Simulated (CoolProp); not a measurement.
Vapour-liquid equilibrium of fluoroethane (R161) (1) + R1234yf (2) at 1.31 MPa; x and y are mole fractions of (1).

The numbers come from the multi-fluid Helmholtz-energy mixture model, Wu 2012 and Lemmon 2022; pair parameters Bell 2016 in CoolProp.

| x | bubble temperature (°C) | y at the bubble point | dew temperature at overall composition x (°C) | liquid density (mol/L) |
|---|---|---|---|---|
| 0.05 | 49.4 | 0.063 | 49.6 | 8.866 |
| 0.15 | 47.8 | 0.183 | 48.2 | 9.274 |
| 0.25 | 46.3 | ___ | 46.9 | ___ |
| 0.35 | 44.9 | 0.404 | 45.6 | ___ |
| 0.45 | 43.6 | 0.505 | 44.3 | 10.67 |
| 0.55 | 42.4 | ___ | 43.0 | 11.20 |
| 0.65 | 41.3 | ___ | ___ | 11.77 |
| 0.75 | 40.3 | 0.782 | 40.7 | 12.38 |
| 0.85 | 39.5 | 0.870 | 39.7 | 13.05 |
| 0.95 | 38.7 | 0.956 | 38.8 | 13.78 |

Task: Some entries are withheld; supply them.

Result: 
- 0.25, y at the bubble point: 0.297
- 0.25, liquid density (mol/L): 9.708
- 0.35, liquid density (mol/L): 10.17
- 0.55, y at the bubble point: 0.601
- 0.65, y at the bubble point: 0.693
- 0.65, dew temperature at overall composition x (°C): 41.8

No azeotrope shows between x = 0.05 and 0.95.

The pair parameters rest on a limited set of measurements; away from them the model extrapolates.
